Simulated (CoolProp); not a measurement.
The numbers come from the reference Helmholtz-energy equation of state, Lemmon 2006 in CoolProp. It is a short technical equation, of lower accuracy than the large ones.

Q: For CH3F (R41), give the phase and the cp (kJ/(kg K)), cv (kJ/(kg K)), speed of sound (m/s) at 321.1 K and 197 bar; 321.1 K and 221 bar; 321.1 K and 271 bar.

A: 
- 321.1 K and 197 bar: supercritical; cp 2.46, cv 1.21, speed of sound 598
- 321.1 K and 221 bar: supercritical; cp 2.38, cv 1.20, speed of sound 629
- 321.1 K and 271 bar: supercritical; cp 2.27, cv 1.20, speed of sound 686
